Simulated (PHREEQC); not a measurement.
A solution holds 1.7 mmol/kgw HF, 2.5 mmol/kgw CsF and 0.2 mmol/kgw (NH4)2SiF6, at 20 °C. Closed to the air; pH follows from the charge balance.

All values are PHREEQC results (ion-association model, wateq4f.dat), not measurements.

Each row changes one thing in this solution. Precipitation was switched off in this run.

```
case                                              pH  ionic strength (mol/kgw)  F- (mol/kgw)  HF (mol/kgw)  SiF6-2 (mol/kgw)  HF2- (mol/kgw)  SI of Quartz (SiO2)
----------------------------------------  ----------  ------------------------  ------------  ------------  ----------------  --------------  -------------------
as made                                         3.44                   0.00347       0.00288       0.00133          0.000191         1.42e-5                -0.97
temperature from 20 to 35 °C              (withheld)                   0.00338       0.00291       0.00153          0.000152         1.83e-5                -0.48
(NH4)2SiF6 from 0.0002 to 0.0003 mol/kgw        3.44                   0.00377       0.00290       0.00134          0.000287         1.43e-5           (withheld)
CsF left out                                    3.08                   0.00139       0.00104       0.00115          0.000116         4.39e-6           (withheld)
(NH4)2SiF6 from 0.0002 to 2e-05 mol/kgw         3.45                   0.00293       0.00286       0.00131           1.90e-5         1.38e-5                -1.93
HF from 0.0017 to 0.00187 mol/kgw               3.41                   0.00351       0.00291       0.00145          0.000193         1.56e-5           (withheld)
(NH4)2SiF6 from 0.0002 to 0.0001 mol/kgw        3.45                   0.00317       0.00287       0.00132           9.51e-5         1.40e-5                -1.25
```

Question: Complete the blanks.

Answer: 
- temperature from 20 to 35 °C, pH: 3.50
- (NH4)2SiF6 from 0.0002 to 0.0003 mol/kgw, SI of Quartz (SiO2): -0.82
- CsF left out, SI of Quartz (SiO2): -0.02
- HF from 0.0017 to 0.00187 mol/kgw, SI of Quartz (SiO2): -1.13

SiF6-2 is the database's only silicon fluoride.
